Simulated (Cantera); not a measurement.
**FeCl3 + O2 + H2 (halide evaporation, hydrolysis and transport)**

Charge: 1 mol FeCl3, 0.44 mol O2, 37 mol H2, at 1600 K and 1.33 mbar.

These are equilibrium values from Cantera (NASA tables, ideal gas, pure condensed phases), not measurements of a reactor. Candidate condensed phases: Fe, FeCl2, FeCl3, FeO, Fe(OH)2, Fe(OH)3, Fe2O3, Fe3O4, H2O; 22 gas species. The numbers say what is thermodynamically allowed, not how fast it happens.

The x(H2) comes out as 0.902 and the x(HCl) comes out as 0.0685. The x(H2O) comes out as 0.0228. The x(FeCl2) is 0.00461 and the x(H) is 0.00141. The x(Fe) is 0.000822 and the x(Cl) comes out as 8.49e-5. The x(FeCl) is 2.30e-6 and the x(OH) comes out as 1.40e-6. The n(Fe(γ)) is 0.790 mol and the gas amount is 38.56 mol. The log10 activity of FeCl2(l) (absent) comes out as -6.09.
